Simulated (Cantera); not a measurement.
Input (Python, Cantera) and output of one run.

```python
import numpy as np
import cantera as ct

gas_names = """
    H HO2 H2 H2O H2O2 O OH O2 O3 Pb PbO Pb2
""".split()
cond_names = """
    H2O(s) H2O(L) Pb(cr) Pb(L) PbO(rd) PbO(yw) PbO(L) PbO2(s) Pb3O4(s)
""".split()


# ... load() reads the species with a 1 bar reference pressure and builds the phases ...
atoms = {
    'PbO': {'Pb': 1, 'O': 1},
    'H2O': {'H': 2, 'O': 1},
    'H2': {'H': 2},
}
top_T = {'Pb3O4(s)': 820}  # K; cautious upper limits of use, not melting points


# ... equilibrate(T, P, feed) seeds the gas with the atoms and calls Mixture.equilibrate('TP', solver="vcs", rtol=1e-11, max_steps=5000) ...
results = []
T = 775  # K
P = 870000  # Pa
for m in [0.11, 0.19, 0.32, 0.57, 0.99, 1.7, 3]:
    feed = {'PbO': 1, 'H2O': 1.9, 'H2': m}  # mol
    mix = equilibrate(T, P, feed)
    results.append((T, P, feed, dict(zip(mix.species_names, mix.species_moles))))

top = {s: max(r[3][s] / sum(r[3][g] for g in gas_names) for r in results) for s in gas_names}
cols = sorted((s for s in top if top[s] > 1e-06), key=lambda s: -top[s])[:6]
seen = [c for c in cond_names if any(r[3].get(c, 0) > 1e-12 for r in results)]
print("log10 of partial pressures in bar; condensed amounts in mol")
print(f"{'n(H2)':>10s}" + "".join(f"{s[:9]:>10s}" for s in cols + seen))
for T, P, feed, n in results:
    ng = sum(n[g] for g in gas_names)
    print(f"{feed['H2']:10.4g}" + "".join(f"{np.log10(max(n[s] / ng * P / 1e5, 1e-99)):10.3f}" for s in cols)
          + "".join(f"{n.get(c, 0):10.4g}" for c in seen))
```

It prints:

```
log10 of partial pressures in bar; condensed amounts in mol
     n(H2)       H2O        H2     Pb(L)   PbO(yw)
      0.11     0.939    -3.316    0.1099    0.8901
      0.19     0.939    -3.316    0.1899    0.8101
      0.32     0.939    -3.316    0.3199    0.6801
      0.57     0.939    -3.316    0.5699    0.4301
      0.99     0.939    -3.316    0.9898   0.01016
       1.7     0.846     0.228         1         0
         3     0.712     0.550         1         0
```

These are equilibrium values from Cantera (NASA tables, ideal gas, pure condensed phases), not measurements of a reactor.
